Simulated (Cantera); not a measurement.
Input: 1 mol C3H6, 0.031 mol O2, 0.4 mol N2, equilibrated at 1500 °C and 2.20 mbar.

Equilibrium computed with Cantera from the NASA thermochemical tables; the gas is ideal and each condensed phase is pure. Candidate condensed phases: C, C6H6, C7H8, C8H18, H2O; 136 gas species. Rates play no part.

Base state: H2 0.860, N2 0.114, CO 0.0179, H 0.00563, HCN 0.00168, C2H2 (acetylene) 0.000120, HNC 6.01e-5 (mole fractions); condensed: C(graphite).

Problem. What changes in the equilibrium state with this change: pressure from 2.20 mbar to 10.0 mbar?

Solution. 
```csv
species,before,after
H2,0.860,0.863
N2,0.114,0.115
CO,0.0179,0.0179
H,0.00563,0.00264
C2H2 (acetylene),0.000120,0.000121
HCN,0.00168,0.00169
HNC,6.01e-5,6.03e-5
"C(graphite), mol",2.93,2.93
```
